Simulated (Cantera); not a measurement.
An adiabatic, constant-pressure homogeneous reactor starts with CH₄ : C₂H₆ : C₃H₈ : O₂ : N₂ : H₂O = 1 : 0.075 : 0.21 : 3.85 : 14.5 : 5.9 (molar parts), equivalence ratio 0.86, at 1425 K and 2.76 atm.

Detailed kinetics in Cantera: GRI-Mech 3.0 (53 species, 325 reactions). GRI-Mech 3.0 was tuned for natural gas; its chemistry of propane as a main component is partial and can be far from experiment.

Q: Predict: time of steepest temperature rise; temperature at 2.00 s; equilibrium temperature; x(H₂) at 2.00 s.

A: 
```json
{
  "time_of_steepest_temperature_rise": "0.203 ms",
  "temperature at 2.00 s": "2477 K",
  "equilibrium_temperature": "2477 K",
  "x(H₂) at 2.00 s": "0.00710 (gas-phase equilibrium 0.00710)"
}
```
